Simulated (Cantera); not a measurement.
Cantera run:

```python
import numpy as np
import cantera as ct

gas_names = [...]  # 95 gases of nasa_gas.yaml made of C, F, H
cond_names = """
    C(gr) C6H6(L) C7H8(L) C8H18(L),n-octa
""".split()


# ... load() reads the species with a 1 bar reference pressure and builds the phases ...
atoms = {
    'C2F6': {'C': 2, 'F': 6},
    'H2': {'H': 2},
}
top_T = {'C(gr)': 4500}  # K; cautious upper limits of use, not melting points


# ... equilibrate(T, P, feed) seeds the gas with the atoms and calls Mixture.equilibrate('TP', solver="gibbs", rtol=1e-10, max_steps=50000) ...
results = []
feed = {'C2F6': 1, 'H2': 0.62}  # mol
P = 220  # Pa
for T in [675, 825, 975, 1125, 1275, 1425, 1575, 1725, 1875, 2025, 2175, 2325, 2475]:
    mix = equilibrate(T, P, feed)
    results.append((T, P, feed, dict(zip(mix.species_names, mix.species_moles))))

top = {s: max(r[3][s] / sum(r[3][g] for g in gas_names) for r in results) for s in gas_names}
cols = sorted((s for s in top if top[s] > 1e-05), key=lambda s: -top[s])[:8]
seen = [c for c in cond_names if any(r[3].get(c, 0) > 1e-12 for r in results)]
print("log10 of partial pressures in bar; condensed amounts in mol")
print(f"{'T/K':>10s}" + "".join(f"{s[:9]:>10s}" for s in cols + seen))
for T, P, feed, n in results:
    ng = sum(n[g] for g in gas_names)
    print(f"{T:10.4g}" + "".join(f"{np.log10(max(n[s] / ng * P / 1e5, 1e-99)):10.3f}" for s in cols)
          + "".join(f"{n.get(c, 0):10.4g}" for c in seen))
```

Result:

```
log10 of partial pressures in bar; condensed amounts in mol
       T/K         F        HF       CF4       CF2        CF       CF3         H        C3     C(gr)
       675   -19.884    -2.950    -2.968   -17.886   -30.997   -16.454   -21.772   -53.377      0.81
       825   -15.449    -2.950    -2.968   -13.889   -24.116   -13.230   -18.102   -41.552      0.81
       975   -12.375    -2.950    -2.968   -11.130   -19.358   -11.001   -15.547   -33.382      0.81
      1125   -10.118    -2.950    -2.968    -9.112   -15.874    -9.370   -13.662   -27.405      0.81
      1275    -8.391    -2.950    -2.968    -7.575   -13.215    -8.125   -12.213   -22.847      0.81
      1425    -7.027    -2.950    -2.968    -6.366   -11.119    -7.145   -11.063   -19.259    0.8098
      1575    -5.922    -2.950    -2.969    -5.391    -9.427    -6.355   -10.128   -16.364     0.808
      1725    -5.011    -2.954    -2.979    -4.593    -8.033    -5.709    -9.353   -13.981    0.7979
      1875    -4.254    -2.970    -3.021    -3.944    -6.875    -5.195    -8.704   -11.986    0.7583
      2025    -3.640    -3.026    -3.180    -3.454    -5.920    -4.850    -8.159   -10.293    0.6483
      2175    -3.199    -3.143    -3.673    -3.212    -5.189    -4.820    -7.669    -8.839    0.5387
      2325    -2.965    -3.243    -4.702    -3.303    -4.703    -5.245    -7.088    -7.578    0.8229
      2475    -2.858    -3.293    -6.005    -3.584    -4.378    -5.919    -6.439    -6.474     1.256
```

These are equilibrium values from Cantera (NASA tables, ideal gas, pure condensed phases), not measurements of a reactor. The feed counts by its element totals alone. Condensed phases not in the tables: fluorocarbon polymer. Gases not in the tables: C2F6 and larger saturated fluorocarbons.
